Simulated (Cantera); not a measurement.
**Adiabatic ignition**

An adiabatic, constant-volume homogeneous reactor starts with 2.45 % CH4, 2.94 % CO, 19.9 % O2, 74.7 % N2, equivalence ratio 0.32, at 1675 K and 9.87 atm.

Detailed kinetics in Cantera: GRI-Mech 3.0 (53 species, 325 reactions).

| t (s) | T (K) | P (bar) | x CH4 | x CO | x O2 | x N2O | x C2H4 | x CH2O | x C2H2 |
|---|---|---|---|---|---|---|---|---|---|
| 1.00e-6 | 1675 | 10.00 | 0.0245 | 0.0294 | 0.199 | 3.82e-11 | 2.91e-10 | 3.29e-7 | <1e-12 |
| 3.43e-6 | 1675 | 10.00 | 0.0245 | 0.0294 | 0.199 | 2.57e-10 | 2.79e-8 | 5.49e-6 | 9.02e-12 |
| 1.17e-5 | 1676 | 10.0 | 0.0241 | 0.0294 | 0.199 | 2.85e-9 | 4.71e-6 | 0.000127 | 6.90e-9 |
| 4.03e-5 | 2514 | 14.9 | <1e-12 | 0.00409 | 0.136 | 4.92e-6 | <1e-12 | 7.41e-12 | <1e-12 |
| 0.000138 | 2546 | 15.0 | <1e-12 | 0.00175 | 0.135 | 3.75e-6 | <1e-12 | 2.57e-12 | <1e-12 |
| 0.000473 | 2541 | 15.0 | <1e-12 | 0.00171 | 0.134 | 3.72e-6 | <1e-12 | 2.46e-12 | <1e-12 |
| 0.00162 | 2527 | 14.9 | <1e-12 | 0.00161 | 0.131 | 3.67e-6 | <1e-12 | 2.19e-12 | <1e-12 |
| 0.00555 | 2509 | 14.8 | <1e-12 | 0.00150 | 0.128 | 3.66e-6 | <1e-12 | 1.91e-12 | <1e-12 |
| 0.0190 | 2506 | 14.8 | <1e-12 | 0.00148 | 0.127 | 3.67e-6 | <1e-12 | 1.85e-12 | <1e-12 |
| 0.0652 | 2506 | 14.8 | <1e-12 | 0.00148 | 0.127 | 3.67e-6 | <1e-12 | 1.85e-12 | <1e-12 |
| 0.224 | 2506 | 14.8 | <1e-12 | 0.00148 | 0.127 | 3.67e-6 | <1e-12 | 1.85e-12 | <1e-12 |
| 0.766 | 2506 | 14.8 | <1e-12 | 0.00148 | 0.127 | 3.67e-6 | <1e-12 | 1.85e-12 | <1e-12 |
| 2.63 | 2506 | 14.8 | <1e-12 | 0.00148 | 0.127 | 3.67e-6 | <1e-12 | 1.85e-12 | <1e-12 |
| 9.00 | 2506 | 14.8 | <1e-12 | 0.00148 | 0.127 | 3.67e-6 | <1e-12 | 1.85e-12 | <1e-12 |
x: mole fraction; the columns are a selection and need not sum to one.

| Item | Value |
|---|---|
| time of steepest temperature rise | 28.9 µs |
| temperature at 9.00 s | 2506 K |
| equilibrium temperature | 2506 K |
| x(CH4) at 9.00 s | <1e-12 (gas-phase equilibrium <1e-12) |
| x(CO) at 9.00 s | 0.00148 (gas-phase equilibrium 0.00148) |
| x(O2) at 9.00 s | 0.127 (gas-phase equilibrium 0.127) |
